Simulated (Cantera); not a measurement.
Feed: 1 mol SiCl4, 0.37 mol N2, 1.1 mol H2, held at 998.15 K and 0.100 bar.

Method: chemical equilibrium by Gibbs-energy minimisation in Cantera with the NASA 1993 tables (ideal gas, pure condensed phases). Candidate condensed phases: NH4Cl, Si, Si3N4; 28 gas species. N2 is the only nitrogen source here; it is nearly inert below about 1500 K, so the nitride shown seldom forms there in practice. The tables' values for SiCl3 are old estimates; treat these amounts as uncertain. Equilibrium is a limit: real reactors are often held back by kinetics, nucleation or transport.

Base state: HCl 0.386, SiCl4 0.294, H2 0.238, N2 0.0809, SiHCl3 0.00126, SiCl3 0.000139 (mole fractions); condensed: Si3N4(s).

What changes in the equilibrium state with this change: temperature from 998.15 K to 950 K?


| species | before | after |
|---|---|---|
| HCl | 0.386 | 0.374 |
| SiCl4 | 0.294 | 0.298 |
| H2 | 0.238 | 0.244 |
| N2 | 0.0809 | 0.0830 |
| SiCl3 | 0.000139 | 5.05e-5 |
| SiHCl3 | 0.00126 | 0.000892 |
| Si3N4(s), mol | 0.0817 | 0.0793 |

What changes in the equilibrium state with this change: temperature from 998.15 K to 1200 K?


```json
[
 {"species": "HCl", "before": "0.386", "after": "0.422"},
 {"species": "SiCl4", "before": "0.294", "after": "0.278"},
 {"species": "H2", "before": "0.238", "after": "0.216"},
 {"species": "N2", "before": "0.0809", "after": "0.0753"},
 {"species": "SiCl2", "before": "1.60e-6", "after": "0.000474"},
 {"species": "SiCl3", "before": "0.000139", "after": "0.00388"},
 {"species": "Si3N4(s), mol", "before": "0.0817", "after": "0.0884"}
]
```

What changes in the equilibrium state with this change: SiCl4 replaced by SiH2Cl2?


```tsv
species	before	after
H2	0.238	0.740
SiCl4	0.294	0.158
HCl	0.386	0.0924
N2	0.0809	1.28e-6
SiH2Cl2	5.79e-7	5.26e-5
SiCl2	1.60e-6	4.67e-5
SiHCl3	0.00126	0.00879
SiCl3	0.000139	0.000549
Si3N4(s), mol	0.0817	0.185
```
